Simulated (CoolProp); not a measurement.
R143a at several states: fugacity coefficient from the reference equation and from simpler models built on Tc = 345.9 K, pc = 3.762 MPa, ω = 0.261; each cubic takes its own stable root.

Values from CoolProp's reference Helmholtz-energy equation of state, Lemmon and Jacobsen 2000.

```
T (K)  p (MPa)   phase  reference
-----  -------  ------  ---------
273.1   0.0295     gas     0.9933
366.9    0.436     gas     0.9653
270.8    0.147     gas     0.9657
367.3     3.39     gas     0.7451
177.4     3.04  liquid   0.001790
346.6     1.93     gas     0.8180
```

Problem. How far does each simpler model (Soave-Redlich-Kwong, Peng-Robinson) lie from the reference over these 6 states: mean and median of the absolute difference, and the worst?

Solution. 
- Soave-Redlich-Kwong: mean 1.3 %, median 1.1 %, worst -3.0 % at 177.4 K and 3.04 MPa
- Peng-Robinson: mean 0.6 %, median 0.4 %, worst +1.9 % at 177.4 K and 3.04 MPa
